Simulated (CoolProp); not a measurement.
R21 along the isotherm 473 K: density (kg/m³) from the reference equation and from simpler models built on Tc = 452.7 K, pc = 52.89 bar, ω = 0.206; each cubic takes its own stable root.

Computed with CoolProp (reference Helmholtz-energy equation of state, Platzer 1990). This equation is an older, rougher fit; its heat capacities, sound speeds and derivatives of the liquid may be far off and weren't checked against measurements.

```csv
p (bar),phase,reference
4.96,gas,13.35
9.92,gas,27.51
14.9,gas,42.71
19.8,gas,58.79
24.8,gas,76.62
29.7,gas,95.80
34.7,gas,117.6
39.7,gas,142.4
44.6,gas,170.7
49.6,gas,205.4
54.5,supercritical,248.6
59.5,supercritical,308.4
64.5,supercritical,396.4
69.4,supercritical,512.3
74.4,supercritical,616.7
79.3,supercritical,683.4
```

How far does each simpler model (ideal gas, Redlich-Kwong, Peng-Robinson) lie from the reference over these 16 states: mean and median of the absolute difference, and the worst?


- ideal gas: mean 33.3 %, median 29.3 %, worst -69.6 % at 473 K and 79.3 bar
- Redlich-Kwong: mean 1.6 %, median 0.3 %, worst -10.5 % at 473 K and 79.3 bar
- Peng-Robinson: mean 2.4 %, median 1.9 %, worst -7.8 % at 473 K and 79.3 bar
